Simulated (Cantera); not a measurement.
**Fluorocarbon and chlorocarbon gases: c-C4F8 + F2 + H2**

Input: 1 mol c-C4F8, 0.028 mol F2, 12 mol H2, equilibrated at 0.133 bar.

Cantera equilibrium calculation (NASA polynomials, part measured and part estimated; ideal gas, pure solids and liquids). Candidate condensed phases: C, C6H6, C7H8, C8H18; 95 gas species. The feed counts by its element totals alone. Equilibrium is a limit: real reactors are often held back by kinetics, nucleation or transport.

From 2398 K to 3148 K the condensed part is C(graphite). At 3298 K nothing is condensed. The main C-bearing gas is C2H2 (acetylene) at 2398 K and C3 at 3298 K. The share of C in condensed phases is highest at 2398 K (97.3 %) and lowest at 3298 K (0.0 %).

```tsv
T (K)	x HF	x H2	x H	x C3	x C2H2 (acetylene)	x C2H	n C(graphite)
2398	0.495	0.472	0.0296	7.11e-7	0.00326	1.17e-5	3.89
2548	0.488	0.449	0.0568	7.75e-6	0.00592	5.94e-5	3.80
2698	0.477	0.413	0.0993	6.43e-5	0.00967	0.000246	3.65
2848	0.461	0.363	0.159	0.000423	0.0142	0.000850	3.43
2998	0.438	0.299	0.235	0.00229	0.0185	0.00249	3.04
3148	0.408	0.227	0.318	0.0105	0.0213	0.00625	2.12
3298	0.365	0.156	0.393	0.0336	0.0184	0.0117	0
```
x: gas mole fraction; n: condensed amount in mol.
